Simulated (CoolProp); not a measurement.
Saturation properties of CHF3 (R23) (Tc = 299.3 K, pc = 4.832 MPa, ω = 0.263).

Computed with CoolProp (reference Helmholtz-energy equation of state, Penoncello 2003).

```tsv
T (K)	p (MPa)	enthalpy of vaporisation (kJ/kg)	liquid cp (kJ/(kg K))
148.5	0.003686	271.3	1.197
151.7	0.005103	269.0	1.198
155	0.007020	266.7	1.200
158.2	0.009424	264.4	1.201
161.4	0.01248	262.1	1.203
164.6	0.01632	259.7	1.206
167.9	0.02125	257.3	1.208
171.1	0.02714	255.0	1.211
174.3	0.03430	252.6	1.214
177.5	0.04293	250.1	1.218
180.8	0.05358	247.6	1.222
184	0.06585	245.1	1.226
187.2	0.08028	242.5	1.231
```

It boils at 191.1 K under 1 atm.
